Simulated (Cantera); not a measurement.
## Premixed flame

A freely propagating, adiabatic, planar premixed flame of 6.85 % CH₄, 18.4 % O₂, 69.2 % N₂, 5.59 % H₂O, unburnt at 700 K and 4.05 atm; mixture-averaged transport, grid criteria slope 0.08 and curve 0.16, no radiation.

Model: GRI-Mech 3.0 (53 species, 325 reactions), integrated in Cantera. Burning velocities carry a grid error of a few per cent, more on coarse grids.

```
z (mm)   T (K)  u (m/s)     x CH₄    x O₂   x H₂O       x O    x HCN    x C₂H₄
-------  -----  -------  --------  ------  ------  --------  -------  --------
-0.451     701    0.636    0.0684   0.184  0.0561     <1e-8    <1e-8   1.44e-7
-0.300     707    0.642    0.0679   0.183  0.0573     <1e-8    <1e-8   1.43e-6
-0.225     724    0.659    0.0666   0.182  0.0601     <1e-8    <1e-8   6.33e-6
-0.150     805    0.735    0.0613   0.175  0.0712   1.04e-8  2.18e-8   4.08e-5
-0.0751   1128     1.04    0.0413   0.145   0.108   2.91e-6  1.35e-7  0.000254
-0.0376   1447     1.34    0.0217   0.113   0.140   4.58e-5  2.95e-7  0.000444
0         1765     1.63   0.00421  0.0771   0.170  0.000492  5.33e-7  0.000187
0.0376    1909     1.76  0.000179  0.0590   0.181   0.00148  3.58e-7   4.67e-6
0.0751    1973     1.81   4.96e-6  0.0533   0.183   0.00155  1.15e-7   5.18e-8
0.150     2041     1.86     <1e-8  0.0496   0.186   0.00104  1.25e-8     <1e-8
0.300     2091     1.90     <1e-8  0.0477   0.189  0.000500    <1e-8     <1e-8
0.601     2114     1.92     <1e-8  0.0471   0.191  0.000235    <1e-8     <1e-8
1.20      2119     1.92     <1e-8  0.0470   0.192  0.000177    <1e-8     <1e-8
```
x: mole fraction of selected species; z is measured from the peak of heat release.

laminar burning velocity: 63.5 cm/s
thermal thickness: 0.150 mm
peak x(O): 0.00161
peak x(HCN): 5.50e-7
peak x(C₂H₄): 0.000450
grid points: 132
